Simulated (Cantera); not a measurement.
Thermodynamics of fluorocarbon and chlorocarbon gases, feed CH₃F + H₂

Input: 1 mol CH₃F, 13 mol H₂, at 7.50 Torr.

These are equilibrium values from Cantera (NASA tables, ideal gas, pure condensed phases), not measurements of a reactor. Candidate condensed phases: C, C₆H₆, C₇H₈, C₈H₁₈; 95 gas species. Kinetics and transport are ignored.

From 2373 K to 2748 K the condensed part is C(graphite). From 2823 K to 3273 K nothing is condensed. The main C-bearing gas is C₂H₂ (acetylene) at 2373 K and C₃ at 3273 K.

```csv
T (K),x H,x H₂,x HF,x C₂H₂ (acetylene),x C,n C(graphite)
2373,0.125,0.807,0.0625,0.00496,2.64e-6,0.838
2448,0.173,0.759,0.0609,0.00656,8.02e-6,0.778
2523,0.233,0.700,0.0589,0.00833,2.28e-5,0.702
2598,0.302,0.630,0.0565,0.0101,6.08e-5,0.607
2673,0.381,0.552,0.0538,0.0118,0.000154,0.483
2748,0.464,0.468,0.0508,0.0131,0.000369,0.303
2823,0.548,0.382,0.0476,0.0137,0.000844,0
2898,0.630,0.305,0.0445,0.00938,0.00152,0
2973,0.704,0.235,0.0416,0.00581,0.00257,0
3048,0.765,0.176,0.0390,0.00330,0.00408,0
3123,0.814,0.129,0.0365,0.00176,0.00615,0
3198,0.851,0.0926,0.0342,0.000885,0.00887,0
3273,0.876,0.0661,0.0317,0.000425,0.0122,0
```
x: gas mole fraction; n: condensed amount in mol.
